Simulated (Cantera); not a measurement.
Input: 1 mol Si₂H₆, 1.5 mol O₃, 31 mol N₂, at 13300 Pa.

Method: chemical equilibrium by Gibbs-energy minimisation in Cantera with the NASA 1993 tables (ideal gas, pure condensed phases). Candidate condensed phases: H₂O, Si, SiO₂, Si₂N₂O, Si₃N₄; 35 gas species. The feed counts by its element totals alone. Rates play no part.

log p: log10 of the partial pressure in bar; n: condensed amount in mol.

```csv
T (K),log p N₂,log p H₂,log p H₂O,log p NH₃,log p H,n SiO₂(α-quartz),n SiO₂(β-quartz)
748,-0.92,-2.01,-2.71,-5.75,<-12,2.00,0
773,-0.92,-2.01,-2.71,-5.87,<-12,2.00,0
798,-0.92,-2.01,-2.71,-5.99,-12.58,2.00,0
823,-0.92,-2.01,-2.71,-6.09,-12.14,2.00,0
848,-0.92,-2.01,-2.71,-6.19,-11.72,0,2.00
873,-0.92,-2.01,-2.71,-6.29,-11.33,0,2.00
898,-0.92,-2.01,-2.71,(withheld),(withheld),0,2.00
923,-0.92,-2.01,-2.71,(withheld),(withheld),0,2.00
948,-0.92,-2.01,-2.71,-6.55,-10.28,0,2.00
973,-0.92,-2.01,-2.71,-6.63,-9.97,0,2.00
998,-0.92,-2.01,-2.71,-6.70,-9.67,0,2.00
1023,-0.92,-2.01,-2.71,-6.77,-9.39,0,2.00
1048,-0.92,-2.01,-2.71,-6.84,-9.12,0,2.00
```

Fill in the missing entries.


- 898, log p NH₃: -6.38
- 898, log p H: -10.97
- 923, log p NH₃: -6.47
- 923, log p H: -10.62
